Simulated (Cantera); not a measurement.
Cantera run, input and output.

```python
import numpy as np
import cantera as ct

gas = ct.Solution("gri30.yaml")
gas.TPX = 800, 21000, {'CH4': 1, 'CO': 0.067, 'O2': 2.34, 'N2': 8.79}
inlet = ct.Reservoir(gas, clone=True)
gas.equilibrate("HP")  # start burning
reactor = ct.IdealGasConstPressureReactor(gas, energy="on", clone=False)
exhaust = ct.Reservoir(gas, clone=True)
tau = [0.051, 0.023, 0.01, 0.0047, 0.0022, 0.00097, 0.00044, 0.0002, 9.1e-05, 4.1e-05, 1.9e-05][0]
for a, b in ((inlet, reactor), (reactor, exhaust)):
    ct.MassFlowController(a, b, mdot=lambda t: reactor.mass / tau)
net = ct.ReactorNet([reactor])
show = ['CH4', 'CO', 'O2', 'H', 'N2O', 'CH3', 'NO']

rows = []
print(f"{'tau/s':>10s}{'T/K':>9s}" + "".join(f"{s:>11s}" for s in show))
for tau in [0.051, 0.023, 0.01, 0.0047, 0.0022, 0.00097, 0.00044, 0.0002, 9.1e-05, 4.1e-05, 1.9e-05]:
    net.initial_time = 0.0
    net.advance(30 * tau)
    before = gas.X
    net.advance(40 * tau)
    drift = np.max(np.abs(gas.X - before) / (gas.X + 1e-9))
    rows.append([gas.T, *gas[show].X, drift])
    print(f"{tau:10.3e}{gas.T:9.1f}" + "".join(f"{x:11.3e}" for x in gas[show].X))
```

Result:

```
     tau/s      T/K        CH4         CO         O2          H        N2O        CH3         NO
 5.100e-02   2273.0  6.542e-06  1.692e-02  3.213e-02  2.990e-03  9.186e-08  2.941e-06  1.555e-03
 2.300e-02   2225.0  1.233e-05  1.961e-02  3.408e-02  4.307e-03  6.772e-08  5.195e-06  7.791e-04
 1.000e-02   2158.1  2.392e-05  2.283e-02  3.634e-02  6.497e-03  4.974e-08  9.222e-06  3.353e-04
 4.700e-03   2092.0  4.508e-05  2.557e-02  3.838e-02  9.049e-03  4.029e-08  1.589e-05  1.549e-04
 2.200e-03   2028.2  8.922e-05  2.808e-02  4.039e-02  1.175e-02  3.487e-08  2.874e-05  7.778e-05
 9.700e-04   1968.2  1.976e-04  3.099e-02  4.283e-02  1.410e-02  3.146e-08  5.828e-05  4.242e-05
 4.400e-04   1918.5  4.598e-04  3.518e-02  4.632e-02  1.498e-02  2.916e-08  1.258e-04  2.654e-05
 2.000e-04   1864.2  1.246e-03  4.295e-02  5.344e-02  1.347e-02  2.601e-08  3.165e-04  1.729e-05
 9.100e-05    800.0  8.199e-02  5.493e-03  1.919e-01  2.343e-16  1.357e-21  2.359e-13 -3.789e-20
 4.100e-05    800.0  8.199e-02  5.493e-03  1.919e-01  1.174e-16  4.770e-22  9.453e-14  1.996e-25
 1.900e-05    800.0  8.199e-02  5.493e-03  1.919e-01  4.205e-17  1.425e-22  3.849e-14 -1.353e-30
```

Model: GRI-Mech 3.0 (53 species, 325 reactions), integrated in Cantera.
